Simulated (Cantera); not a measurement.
An adiabatic, constant-pressure homogeneous reactor starts with CO : H2 : CH4 : O2 : N2 = 1 : 0.084 : 0.13 : 0.729 : 2.74 (molar parts), equivalence ratio 1.1, at 1623 K and 5.00 bar.

Cantera simulation using GRI-Mech 3.0 (53 species, 325 reactions); the numbers are that mechanism's predictions, not measurements.

x: mole fraction; the columns are a selection and need not sum to one.

```json
[
 {"t (s)": "7.00e-6", "T (K)": "1624", "x CO": "0.213", "x H2": "0.0178", "x CH4": "0.0274", "x CO2": "0.000127", "x NO": "1.36e-11", "x H2O": "0.000280", "x NO2": "<1e-12"},
 {"t (s)": "1.74e-5", "T (K)": "1959", "x CO": "0.217", "x H2": "0.0192", "x CH4": "0.00394", "x CO2": "0.0156", "x NO": "3.10e-7", "x H2O": "0.0384", "x NO2": "4.18e-10"},
 {"t (s)": "4.33e-5", "T (K)": "2841", "x CO": "0.114", "x H2": "0.00674", "x CH4": "<1e-12", "x CO2": "0.138", "x NO": "0.000935", "x H2O": "0.0585", "x NO2": "(withheld)"},
 {"t (s)": "0.000108", "T (K)": "2946", "x CO": "0.105", "x H2": "0.00595", "x CH4": "<1e-12", "x CO2": "0.149", "x NO": "0.00429", "x H2O": "0.0616", "x NO2": "(withheld)"},
 {"t (s)": "0.000267", "T (K)": "2939", "x CO": "0.105", "x H2": "0.00601", "x CH4": "<1e-12", "x CO2": "0.149", "x NO": "0.00966", "x H2O": "0.0619", "x NO2": "(withheld)"},
 {"t (s)": "0.000665", "T (K)": "2933", "x CO": "0.106", "x H2": "0.00606", "x CH4": "<1e-12", "x CO2": "0.149", "x NO": "0.0133", "x H2O": "0.0620", "x NO2": "6.48e-6"},
 {"t (s)": "0.00165", "T (K)": "2932", "x CO": "0.106", "x H2": "0.00606", "x CH4": "<1e-12", "x CO2": "0.149", "x NO": "0.0138", "x H2O": "0.0621", "x NO2": "6.69e-6"},
 {"t (s)": "0.00411", "T (K)": "2932", "x CO": "0.106", "x H2": "0.00606", "x CH4": "<1e-12", "x CO2": "0.149", "x NO": "0.0138", "x H2O": "0.0621", "x NO2": "6.69e-6"},
 {"t (s)": "0.0102", "T (K)": "2932", "x CO": "0.106", "x H2": "0.00606", "x CH4": "<1e-12", "x CO2": "0.149", "x NO": "0.0138", "x H2O": "0.0621", "x NO2": "6.69e-6"},
 {"t (s)": "0.0254", "T (K)": "2932", "x CO": "0.106", "x H2": "0.00606", "x CH4": "<1e-12", "x CO2": "0.149", "x NO": "0.0138", "x H2O": "0.0621", "x NO2": "6.69e-6"},
 {"t (s)": "0.0632", "T (K)": "2932", "x CO": "0.106", "x H2": "0.00606", "x CH4": "<1e-12", "x CO2": "0.149", "x NO": "0.0138", "x H2O": "0.0621", "x NO2": "6.69e-6"},
 {"t (s)": "0.157", "T (K)": "2932", "x CO": "0.106", "x H2": "0.00606", "x CH4": "<1e-12", "x CO2": "0.149", "x NO": "0.0138", "x H2O": "0.0621", "x NO2": "6.69e-6"},
 {"t (s)": "0.390", "T (K)": "2932", "x CO": "0.106", "x H2": "0.00606", "x CH4": "<1e-12", "x CO2": "0.149", "x NO": "0.0138", "x H2O": "0.0621", "x NO2": "6.69e-6"},
 {"t (s)": "0.971", "T (K)": "2932", "x CO": "0.106", "x H2": "0.00606", "x CH4": "<1e-12", "x CO2": "0.149", "x NO": "0.0138", "x H2O": "0.0621", "x NO2": "6.69e-6"},
 {"t (s)": "2.41", "T (K)": "2932", "x CO": "0.106", "x H2": "0.00606", "x CH4": "<1e-12", "x CO2": "0.149", "x NO": "0.0138", "x H2O": "0.0621", "x NO2": "6.69e-6"},
 {"t (s)": "6.00", "T (K)": "2932", "x CO": "0.106", "x H2": "0.00606", "x CH4": "<1e-12", "x CO2": "0.149", "x NO": "0.0138", "x H2O": "0.0621", "x NO2": "6.69e-6"}
]
```

What belongs in the gaps?


- 4.33e-5, x NO2: 5.37e-7
- 0.000108, x NO2: 2.20e-6
- 0.000267, x NO2: 4.79e-6
